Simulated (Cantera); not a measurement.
A closed system holds: 1 mol SiH4, 0.048 mol HCl, 4 mol H2, at 3100 Pa.

Equilibrium computed with Cantera from the NASA thermochemical tables; the gas is ideal and each condensed phase is pure. Candidate condensed phases: Si; 19 gas species. The tables' values for SiCl3 are old estimates; treat these amounts as uncertain. Rates play no part. All values below are at 1098 K.

Base state: H2 0.992, HCl 0.00744, SiCl2 0.000113, SiHCl3 4.26e-5, SiCl4 2.19e-5, SiCl3 1.33e-5 (mole fractions); condensed: Si(s).

**Question.** What changes in the equilibrium state with this change: HCl from 0.048 to 0.18 mol?

**Answer.** 
```tsv
species	before	after
H2	0.992	0.977
HCl	0.00744	0.0197
SiCl4	2.19e-5	0.00112
SiCl3	1.33e-5	0.000254
SiHCl3	4.26e-5	0.000809
Si(s), mol	0.999	0.981
```
